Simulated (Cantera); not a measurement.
An isothermal, constant-pressure homogeneous reactor starts with CO : O2 : H2O : N2 = 0.009 : 0.0081 : 0.063 : 1 (molar parts), equivalence ratio 0.56, at 1500 K and 13300 Pa.

Detailed kinetics in Cantera: GRI-Mech 3.0 (53 species, 325 reactions).

x: mole fraction; the columns are a selection and need not sum to one.

```csv
t (s),x CO,x O2,x H2O,x N2O,x O,x H2,x CO2
0.000400,0.00833,0.00750,0.0583,<1e-12,3.85e-9,2.99e-9,1.50e-8
0.000825,0.00833,0.00750,0.0583,<1e-12,8.80e-9,2.25e-8,6.29e-8
0.00170,0.00833,0.00750,0.0583,1.64e-12,3.90e-8,2.08e-7,4.37e-7
0.00350,0.00832,0.00750,0.0583,1.59e-11,6.64e-7,4.70e-6,9.00e-6
0.00722,…,0.00698,0.0573,…,…,…,…
0.0149,…,…,0.0544,1.24e-8,…,…,0.00713
0.0307,0.000780,0.00467,0.0553,1.30e-8,0.000381,0.00212,0.00757
0.0632,0.000524,0.00417,0.0565,1.50e-8,0.000221,0.00140,0.00783
0.130,0.000290,0.00376,0.0574,1.87e-8,0.000107,0.000766,0.00807
0.269,0.000130,0.00350,0.0580,2.46e-8,4.37e-5,0.000341,0.00823
0.554,4.89e-5,0.00339,0.0583,2.98e-8,1.58e-5,0.000128,0.00832
1.14,1.68e-5,0.00335,0.0585,2.46e-8,5.39e-6,4.43e-5,0.00835
2.35,6.09e-6,0.00334,0.0585,1.22e-8,1.96e-6,1.61e-5,0.00836
4.85,2.79e-6,0.00334,0.0585,5.83e-9,9.14e-7,7.49e-6,0.00836
10.0,2.02e-6,0.00334,0.0585,4.23e-9,6.68e-7,5.46e-6,0.00837
```

Fill in the missing entries.


- 0.00722, x CO: 0.00689
- 0.00722, x N2O: 3.64e-9
- 0.00722, x O: 0.000156
- 0.00722, x H2: 0.000656
- 0.00722, x CO2: 0.00144
- 0.0149, x CO: 0.00121
- 0.0149, x O2: 0.00516
- 0.0149, x O: 0.000533
- 0.0149, x H2: 0.00264
